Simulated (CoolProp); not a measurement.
Vapour-liquid equilibrium of R125 (1) + fluoroethane (R161) (2) at 595 kPa; x and y are mole fractions of (1).

The numbers come from the multi-fluid Helmholtz-energy mixture model, Lemmon 2005 and Wu 2012; pair parameters Bell 2016 in CoolProp.

| x | bubble temperature (K) | y at the bubble point | dew temperature at overall composition x (K) | liquid density (mol/L) |
|---|---|---|---|---|
| 0.05 | 282.3 | 0.066 | 282.4 | 15.16 |
| 0.125 | 281.2 | 0.167 | 281.7 | 14.78 |
| 0.2 | 280.0 | 0.267 | 280.8 | 14.41 |
| 0.275 | 278.7 | 0.362 | 279.9 | 14.06 |
| 0.35 | 277.4 | 0.451 | 278.9 | 13.71 |
| 0.425 | 276.1 | 0.532 | 277.8 | 13.38 |
| 0.5 | 274.9 | 0.607 | 276.6 | 13.05 |
| 0.575 | 273.8 | 0.674 | 275.4 | 12.74 |
| 0.65 | 272.7 | 0.735 | 274.2 | 12.43 |
| 0.725 | 271.8 | 0.793 | 272.9 | 12.13 |
| 0.8 | 271.0 | 0.848 | 271.7 | 11.85 |
| 0.875 | 270.3 | 0.903 | 270.7 | 11.57 |
| 0.95 | 269.8 | 0.960 | 269.8 | 11.31 |

No azeotrope shows between x = 0.05 and 0.95.

Pair parameters are fitted to limited data, so mixtures are less certain than the pure fluids. The gap from Raoult's law changes sign with composition, which may be real or a fault of the pair parameters; it wasn't checked against measurements.
